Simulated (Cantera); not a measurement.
Si + CO2 + N2 (thermal oxidation and active oxidation of silicon)

Input: 1 mol Si, 0.016 mol CO2, 8.6 mol N2, at 2000 °C and 101000 Pa.

Equilibrium computed with Cantera from the NASA thermochemical tables; the gas is ideal and each condensed phase is pure. Candidate condensed phases: C, Si, SiC, SiO2, Si2N2O, Si3N4; 34 gas species. The tables' values for SiN are old estimates; treat these amounts as uncertain. Kinetics and transport are ignored.

```yaml
x(N2): 0.995
x(SiO): 0.00190
x(CO): 0.00180
x(Si): 0.000722
x(Si2N): 0.000111
x(SiN): 0.000107
x(Si2C): 4.67e-5
x(Si2): 1.33e-5
x(Si3): 2.51e-6
n(Si(l)): 0.973 mol
gas_amount: 8.640 mol
log10 activity of C(graphite) (absent): -0.94
```
